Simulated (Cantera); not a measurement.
Input: 1 mol HMDSO, 19 mol NO, 12 mol O₂, held at 1223.15 K and 1.00 bar.

Equilibrium computed with Cantera from the NASA thermochemical tables; the gas is ideal and each condensed phase is pure. Candidate condensed phases: C, C₆H₆, C₇H₈, C₈H₁₈, H₂O, Si, SiC, SiO₂, Si₂N₂O, Si₃N₄; 151 gas species. The feed counts by its element totals alone. The tables hold silica as quartz up to 1696 K and as liquid above; real silica turns to tridymite and cristobalite and melts near 1996 K. Gases not in the tables: Si(OH)₄. Kinetics and transport are ignored.

Base state: N₂ 0.279, O₂ 0.279, H₂O 0.265, CO₂ 0.176, NO 0.000160 (mole fractions); condensed: SiO₂(β-quartz).

Q: What changes in the equilibrium state with this change: temperature from 1223.15 K to 1850 K?

A: 
```
species                 before     after
--------------------  --------  --------
N₂                       0.279     0.278
O₂                       0.279     0.277
H₂O                      0.265     0.264
NO                    0.000160   0.00334
CO₂                      0.176     0.176
CO                     9.94e-9  0.000114
O                      2.14e-8  0.000102
SiO₂(β-quartz), mol       2.00         0
SiO₂(condensed), mol         0      2.00
```
